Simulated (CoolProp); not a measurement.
Saturation properties of R1224YDZ.

Values from CoolProp's reference Helmholtz-energy equation of state, Akasaka 2023.

```csv
T (K),p (kPa),liquid density (kg/m³),enthalpy of vaporisation (kJ/kg),liquid cp (kJ/(kg K)),vapour Z
205.8,0.8392,1591,206.9,1.020,0.9974
218,2.269,1562,201.2,1.030,0.9952
230.2,5.404,1533,195.7,1.042,0.9919
242.3,11.51,1504,190.3,1.056,0.9872
254.5,22.59,1474,184.9,1.073,0.9807
266.7,41.14,1443,179.4,1.092,0.9721
278.8,70.06,1412,173.8,1.112,0.9610
291,113.6,1379,168.0,1.135,0.9471
303.2,175.8,1346,162.0,1.160,0.9301
315.3,260.8,1311,155.7,1.187,0.9097
```

It boils at 288.0 K under 1 atm.
